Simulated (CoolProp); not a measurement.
A simple Rankine cycle with n-pentane: condensing at 329.15 K, boiler at 2.97 MPa, turbine inlet 611.6 K, turbine efficiency 0.6, pump efficiency 0.8, no recuperator. Each further row changes one setting.

The numbers come from the reference Helmholtz-energy equation of state, Thol 2019 in CoolProp.

```json
[
 {"case": "as stated", "thermal efficiency (%)": "9.9", "net work (kJ/kg)": "97.7", "heat in (kJ/kg)": "987", "turbine exit temperature (K)": "…", "volume ratio over the turbine": "16.1"},
 {"case": "condensing temperature 321.15 K", "thermal efficiency (%)": "10.6", "net work (kJ/kg)": "107", "heat in (kJ/kg)": "1010", "turbine exit temperature (K)": "…", "volume ratio over the turbine": "…"},
 {"case": "boiler pressure 2.08 MPa", "thermal efficiency (%)": "8.8", "net work (kJ/kg)": "…", "heat in (kJ/kg)": "…", "turbine exit temperature (K)": "…", "volume ratio over the turbine": "…"},
 {"case": "turbine efficiency 0.5", "thermal efficiency (%)": "…", "net work (kJ/kg)": "80.4", "heat in (kJ/kg)": "987", "turbine exit temperature (K)": "570.4", "volume ratio over the turbine": "16.3"}
]
```

Problem. Complete the blanks.

Solution. 
- as stated, turbine exit temperature (K): 564.2
- condensing temperature 321.15 K, turbine exit temperature (K): 560.8
- condensing temperature 321.15 K, volume ratio over the turbine: 20.5
- boiler pressure 2.08 MPa, net work (kJ/kg): 88.2
- boiler pressure 2.08 MPa, heat in (kJ/kg): 999
- boiler pressure 2.08 MPa, turbine exit temperature (K): 572.1
- boiler pressure 2.08 MPa, volume ratio over the turbine: 11.0
- turbine efficiency 0.5, thermal efficiency (%): 8.2
